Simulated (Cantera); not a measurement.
## Low-pressure radical oxidation in H2/O2

An isothermal, constant-pressure homogeneous reactor starts with 11.1 % H2, 85.4 % O2, 3.50 % H2O, at 1350 K and 0.00940 bar.

Cantera simulation using the H2/O2 subset of GRI-Mech 3.0, which has no nitrogen chemistry; the numbers are that mechanism's predictions, not measurements. Radical loss at walls, strong at low pressure, is not modelled. The temperature is held fixed by assumption; the heat of reaction is taken as removed at once.

```json
[
 {"t (s)": "3.00e-6", "x H2": "0.111", "x O2": "0.854", "x H2O": "0.0350", "x O": "8.72e-11", "x H2O2": "<1e-12"},
 {"t (s)": "9.03e-6", "x H2": "0.111", "x O2": "0.854", "x H2O": "0.0350", "x O": "7.39e-10", "x H2O2": "<1e-12"},
 {"t (s)": "2.72e-5", "x H2": "0.111", "x O2": "0.854", "x H2O": "0.0350", "x O": "5.70e-9", "x H2O2": "6.08e-12"},
 {"t (s)": "8.18e-5", "x H2": "0.111", "x O2": "0.854", "x H2O": "0.0350", "x O": "4.14e-8", "x H2O2": "5.47e-11"},
 {"t (s)": "0.000246", "x H2": "0.111", "x O2": "0.854", "x H2O": "0.0350", "x O": "5.59e-7", "x H2O2": "4.83e-10"},
 {"t (s)": "0.000742", "x H2": "0.110", "x O2": "0.853", "x H2O": "0.0355", "x O": "0.000264", "x H2O2": "4.57e-9"},
 {"t (s)": "0.00223", "x H2": "0.00471", "x O2": "0.776", "x H2O": "0.123", "x O": "0.0592", "x H2O2": "1.29e-7"},
 {"t (s)": "0.00672", "x H2": "0.00429", "x O2": "0.782", "x H2O": "0.126", "x O": "0.0545", "x H2O2": "1.29e-7"},
 {"t (s)": "0.0202", "x H2": "0.00343", "x O2": "0.796", "x H2O": "0.133", "x O": "0.0421", "x H2O2": "1.31e-7"},
 {"t (s)": "0.0609", "x H2": "0.00177", "x O2": "0.821", "x H2O": "0.144", "x O": "0.0206", "x H2O2": "1.19e-7"},
 {"t (s)": "0.183", "x H2": "0.000408", "x O2": "0.839", "x H2O": "0.152", "x O": "0.00463", "x H2O2": "7.15e-8"},
 {"t (s)": "0.552", "x H2": "5.73e-5", "x O2": "0.844", "x H2O": "0.154", "x O": "0.000645", "x H2O2": "2.75e-8"},
 {"t (s)": "1.66", "x H2": "8.88e-6", "x O2": "0.845", "x H2O": "0.154", "x O": "0.000100", "x H2O2": "9.07e-9"},
 {"t (s)": "5.00", "x H2": "1.81e-6", "x O2": "0.845", "x H2O": "0.154", "x O": "2.05e-5", "x H2O2": "3.06e-9"}
]
```
x: mole fraction; the columns are a selection and need not sum to one.

Equilibrium at this temperature and pressure: H2 3.56e-7, O2 0.845, H2O 0.155, O 4.03e-6, H2O2 1.09e-9 (gas phase only).
